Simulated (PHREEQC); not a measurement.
Solution (20 °C): 120 mmol/kgw CuCl2. Closed to the air; pH follows from the charge balance.

Equilibrium calculation in PHREEQC: ion-association model, phreeqc.dat.

```yaml
pH: 4.28
ionic_strength: 0.330 mol/kgw
activity_of_water: 0.994
density: 1.013 g/cm³
```

```tsv
species	molality	activity	log γ
Cl-	0.225	0.153	-0.167
Cu+2	0.105	0.0299	-0.546
CuCl+	0.0141	0.00961	-0.166
CuCl2	0.000692	0.000746	0.033
H+	6.73e-5	5.25e-5	-0.108
Cu2(OH)2+2	2.93e-5	8.49e-6	-0.538
CuOH+	8.30e-6	5.67e-6	-0.166
CuCl3-	5.42e-7	3.70e-7	-0.166
Cu(OH)2	2.08e-7	2.24e-7	0.033
```

No solid was allowed to form.
